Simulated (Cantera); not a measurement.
Cantera run, input and output.

```python
import numpy as np
import cantera as ct

gas = ct.Solution("h2o2.yaml")
gas.TPX = 1373, 1333, {'H2': 0.14, 'O2': 1}
inlet = ct.Reservoir(gas, clone=True)

reactor = ct.IdealGasConstPressureReactor(gas, energy="off", clone=False)
exhaust = ct.Reservoir(gas, clone=True)
tau = [1.4, 0.73, 0.38, 0.2, 0.1, 0.052, 0.027, 0.014, 0.0072, 0.0037, 0.0019][0]
for a, b in ((inlet, reactor), (reactor, exhaust)):
    ct.MassFlowController(a, b, mdot=lambda t: reactor.mass / tau)
net = ct.ReactorNet([reactor])
show = ['H2', 'O2', 'H2O', 'O', 'HO2', 'H2O2', 'H']

rows = []
print(f"{'tau/s':>10s}{'T/K':>9s}" + "".join(f"{s:>11s}" for s in show))
for tau in [1.4, 0.73, 0.38, 0.2, 0.1, 0.052, 0.027, 0.014, 0.0072, 0.0037, 0.0019]:
    net.initial_time = 0.0
    net.advance(30 * tau)
    before = gas.X
    net.advance(40 * tau)
    drift = np.max(np.abs(gas.X - before) / (gas.X + 1e-9))
    rows.append([gas.T, *gas[show].X, drift])
    print(f"{tau:10.3e}{gas.T:9.1f}" + "".join(f"{x:11.3e}" for x in gas[show].X))
```

Result:

```
     tau/s      T/K         H2         O2        H2O          O        HO2       H2O2          H
 1.400e+00   1373.0  3.573e-04  8.635e-01  1.282e-01  4.271e-03  1.751e-06  7.178e-08  4.353e-04
 7.300e-01   1373.0  5.389e-04  8.609e-01  1.272e-01  6.501e-03  2.199e-06  8.582e-08  8.180e-04
 3.800e-01   1373.0  8.054e-04  8.571e-01  1.258e-01  9.805e-03  2.674e-06  1.007e-07  1.517e-03
 2.000e-01   1373.0  1.178e-03  8.519e-01  1.238e-01  1.446e-02  3.133e-06  1.153e-07  2.722e-03
 1.000e-01   1373.0  1.732e-03  8.439e-01  1.208e-01  2.142e-02  3.574e-06  1.293e-07  4.918e-03
 5.200e-02   1373.0  2.409e-03  8.343e-01  1.170e-01  2.983e-02  3.896e-06  1.395e-07  8.108e-03
 2.700e-02   1373.0  3.217e-03  8.232e-01  1.124e-01  3.933e-02  4.104e-06  1.460e-07  1.234e-02
 1.400e-02   1373.0  4.134e-03  8.125e-01  1.075e-01  4.834e-02  4.210e-06  1.497e-07  1.703e-02
 7.200e-03   1373.0  5.241e-03  8.041e-01  1.028e-01  5.517e-02  4.252e-06  1.533e-07  2.132e-02
 3.700e-03   1373.0  6.796e-03  7.992e-01  9.856e-02  5.867e-02  4.267e-06  1.597e-07  2.462e-02
 1.900e-03   1373.0  9.344e-03  7.980e-01  9.400e-02  5.870e-02  4.269e-06  1.711e-07  2.693e-02
```

Model: the H2/O2 subset of GRI-Mech 3.0, which has no nitrogen chemistry, integrated in Cantera. Radical loss at walls, strong at low pressure, is not modelled. The temperature is held fixed by assumption; the heat of reaction is taken as removed at once.
